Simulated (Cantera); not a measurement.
An isothermal, constant-pressure homogeneous reactor starts with 60.2 % CH₄, 39.8 % H₂O, at 1673 K and 0.480 bar.

Model: GRI-Mech 3.0 (53 species, 325 reactions), integrated in Cantera. GRI-Mech 3.0 stops at C3 and has no aromatics, soot or wall deposition, so with more carbon than oxygen in the feed, carbon stays in small species such as C2H2 where larger ones or solid carbon would form.

**Question.** Predict: x(CH₄) at 3.00 s; x(H₂O) at 3.00 s; x(C₂H₂) at 3.00 s; x(CH₂O) at 3.00 s.

**Answer.** 
```json
{
  "x(CH₄) at 3.00 s": "0.0172 (gas-phase equilibrium 0.0104)",
  "x(H₂O) at 3.00 s": "0.0482 (gas-phase equilibrium 1.21e-6)",
  "x(C₂H₂) at 3.00 s": "0.0704 (gas-phase equilibrium 0.0456)",
  "x(CH₂O) at 3.00 s": "5.44e-8 (gas-phase equilibrium 3.03e-8)"
}
```
